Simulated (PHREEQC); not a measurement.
Consider water at 25 °C with 0.057 mol TMAH, 3.9e-05 mol K2SiO3 and 0.0009 mol (CH3)4NCl per kg of water. Closed to the air; pH follows from the charge balance.

All values are PHREEQC results (ion-association model, phreeqc.dat), not measurements.

Each row changes one thing in this solution. This is a speciation only: nothing precipitates in the calculation.

```
case                                                 pH  ionic strength (mol/kgw)  H3SiO4- (mol/kgw)  H2SiO4-2 (mol/kgw)  H4SiO4 (mol/kgw)  SI of Quartz (SiO2)
------------------------------------------------  -----  ------------------------  -----------------  ------------------  ----------------  -------------------
as made                                           12.65                    0.0580            2.52e-5             1.38e-5           3.00e-8                -3.53
temperature from 25 to 20 °C                      12.83                    0.0580            2.47e-5             1.43e-5           2.39e-8                -3.56
(CH3)4NCl replaced by FeCl3 at the same molality  12.63                    0.0571                ___             1.32e-5           3.28e-8                -3.50
0.005 mol/kgw CO2 added                           12.57                    0.0630            2.67e-5             1.22e-5           3.87e-8                -3.42
diluted 10-fold with water                        11.71                   0.00580            3.69e-6             1.65e-7           4.44e-8                -3.37
(CH3)4NCl from 0.0009 to 0.00081 mol/kgw          12.66                       ___            2.52e-5             1.38e-5           3.00e-8                -3.53
TMAH replaced by (CH3)4NF at the same molality     9.68                    0.0580            1.82e-5             1.05e-8           2.08e-5                -0.69
temperature from 25 to 35 °C                      12.34                    0.0580            2.61e-5             1.29e-5           4.64e-8                -3.49
```

Problem. Some entries are withheld; supply them.

Solution. 
- (CH3)4NCl replaced by FeCl3 at the same molality, H3SiO4- (mol/kgw): 2.58e-5
- (CH3)4NCl from 0.0009 to 0.00081 mol/kgw, ionic strength (mol/kgw): 0.0579

Some of these states are supersaturated (in Fe(OH)3(a), Hematite (slow to form), for instance). (CH3)4N+ isn't in the database: it is added as a free cation with an ion size of 4 Å.
